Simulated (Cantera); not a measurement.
# Oxide etching and cleaning by halides: SiO2 + HCl + H2

Charge: 1 mol SiO2, a varied amount of HCl, 33 mol H2, at 1773 K and 2.25 Torr.

Equilibrium computed with Cantera from the NASA thermochemical tables; the gas is ideal and each condensed phase is pure. Candidate condensed phases: H2O, Si, SiO2; 30 gas species. The tables hold silica as quartz up to 1696 K and as liquid above; real silica turns to tridymite and cristobalite and melts near 1996 K. The numbers say what is thermodynamically allowed, not how fast it happens.

```
n(HCl) (mol)  log p H2  log p HCl  log p SiO  log p H2O  n SiO2(condensed)
------------  --------  ---------  ---------  ---------  -----------------
1.2              -2.56      -3.99      -4.22      -4.23              0.305
2.2              -2.57      -3.74      -4.23      -4.23              0.295
3.2              -2.58      -3.59      -4.24      -4.24              0.285
4.2              -2.60      -3.48      -4.24      -4.24              0.276
5.2              -2.61      -3.40      -4.25      -4.25              0.266
6.2              -2.62      -3.34      -4.25      -4.25              0.257
7.2              -2.63      -3.28      -4.26      -4.26              0.248
8.1              -2.64      -3.24      -4.26      -4.26              0.240
9.1              -2.65      -3.20      -4.27      -4.27              0.231
10               -2.66      -3.17      -4.27      -4.27              0.222
```
log p: log10 of the partial pressure in bar; n: condensed amount in mol.

From 1.2 mol HCl to 10 mol HCl the condensed part is SiO2(condensed). The main Si-bearing gas is SiO throughout. The share of Si in condensed phases is highest at 1.2 mol HCl (30.5 %) and lowest at 10 mol HCl (22.2 %).
